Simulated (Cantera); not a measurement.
An adiabatic, constant-volume homogeneous reactor starts with H₂ : O₂ : N₂ : NO = 1 : 0.333 : 1.25 : 0.0034 (molar parts), at 1400 K and 15.0 bar.

Computed with Cantera and GRI-Mech 3.0 (53 species, 325 reactions). The hydrogen kinetics of GRI-Mech 3.0 are dated; newer H2 mechanisms differ, most at raised pressure. The pressure lies above the range GRI-Mech 3.0 was tuned for (to about 10 atm). Above 3000 K some thermodynamic fits are extrapolated.

**Question.** Predict: time of steepest temperature rise; temperature at 1.00 s; equilibrium temperature; x(H₂) at 1.00 s; x(O₂) at 1.00 s; x(NO) at 1.00 s; x(NO₂) at 1.00 s; x(H₂O₂) at 1.00 s.

**Answer.** 
```
Item                                                                Result
---------------------------------  ---------------------------------------
time of steepest temperature rise                                  1.89 µs
temperature at 1.00 s                                               3251 K
equilibrium temperature                                             3251 K
x(H₂) at 1.00 s                        0.147 (gas-phase equilibrium 0.147)
x(O₂) at 1.00 s                    0.00103 (gas-phase equilibrium 0.00103)
x(NO) at 1.00 s                    0.00368 (gas-phase equilibrium 0.00368)
x(NO₂) at 1.00 s                   7.03e-7 (gas-phase equilibrium 7.03e-7)
x(H₂O₂) at 1.00 s                  1.17e-6 (gas-phase equilibrium 1.17e-6)
```
